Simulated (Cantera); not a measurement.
Feed: 1 mol Si2H6, 0.26 mol O2, 0.13 mol H2, at 1375 K and 4.50 mbar.

Method: chemical equilibrium by Gibbs-energy minimisation in Cantera with the NASA 1993 tables (ideal gas, pure condensed phases). Candidate condensed phases: H2O, Si, SiO2; 18 gas species. The feed counts by its element totals alone. Mutual solubility and eutectic melting of coexisting phases are not modelled. The tables hold silica as quartz up to 1696 K and as liquid above; real silica turns to tridymite and cristobalite and melts near 1996 K. Kinetics and transport are ignored.

Base state: H2 0.990, SiO 0.00955, H 5.08e-5 (mole fractions); condensed: Si(s) + SiO2(β-quartz).

Task: What changes in the equilibrium state with this change: Si2H6 replaced by HMDSO?

Result: 
| species | before | after |
|---|---|---|
| H2 | 0.990 | 0.857 |
| CO | 0 | 0.143 |
| SiO | 0.00955 | 0.000158 |
| CH4 | 0 | 1.65e-5 |
| H | 5.08e-5 | 4.73e-5 |
| Si(s), mol | 1.72 | 0 |
| SiO2(β-quartz), mol | 0.245 | 0 |
| C(graphite), mol | 0 | 2.48 |
| SiC(s), mol | 0 | 2.00 |
Further candidate phases: C, C6H6, C7H8, C8H18, SiC.

Task: What changes in the equilibrium state with this change: temperature from 1375 K to 1150 K?

Result: 
```
species               before    after
-------------------  -------  -------
H2                     0.990    1.000
SiO                  0.00955  2.65e-5
H                    5.08e-5  1.11e-6
Si(s), mol              1.72     1.74
SiO2(β-quartz), mol    0.245    0.260
```
